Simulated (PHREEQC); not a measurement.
# Nickel, zinc or cadmium bath

A solution holds 0.0036 mol/kgw CdSO4, 0.0081 mol/kgw KCl and 0.2 mol/kgw MnSO4, at 25 °C. Closed to the air; pH follows from the charge balance.

Model: ion-association model, wateq4f.dat, run in PHREEQC.

No solid was allowed to form.

**Question.** Estimate the pH, ionic strength.

**Answer.** pH 6.31; ionic strength 0.420 mol/kgw.

**Question.** In which forms is S present?

**Answer.** SO4-2 50 %, MnSO4 48 %, Cd(SO4)2-2 1.3 %, CdSO4 0.7 %, KSO4- 0.5 % of the S.

Complexes and solids missing from the database can't appear.
